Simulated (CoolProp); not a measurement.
A single-stage vapour-compression cycle with CH2F2 (R32): evaporating at 231.15 K (dew point), condensing at 253.15 K (bubble point), superheat 10 K, subcooling 2 K, compressor efficiency 0.6, no pressure losses. Each further row changes one setting.

Values from CoolProp's reference Helmholtz-energy equation of state, Tillner-Roth 1997.

| case | cooling COP | pressure ratio | discharge temperature (K) | refrigerating effect (kJ/kg) | volumetric capacity (kJ/m³) |
|---|---|---|---|---|---|
| as stated | 5.63 | 2.51 | 318.2 | 347 | 1530 |
| evaporating temperature 236.15 K | 7.60 | 2.00 | 304.0 | ? | 1910 |
| condensing temperature 248.15 K | 7.43 | 2.07 | 301.5 | 356 | 1570 |
| subcooling 7 K | 5.76 | 2.51 | 318.2 | 356 | 1570 |
| superheat 20 K | 5.50 | 2.51 | 330.8 | 356 | 1490 |
| compressor efficiency 0.5 | ? | 2.51 | ? | 347 | 1530 |

Q: Complete the blanks.

A: 
- evaporating temperature 236.15 K, refrigerating effect (kJ/kg): 350
- compressor efficiency 0.5, cooling COP: 4.69
- compressor efficiency 0.5, discharge temperature (K): 331.5
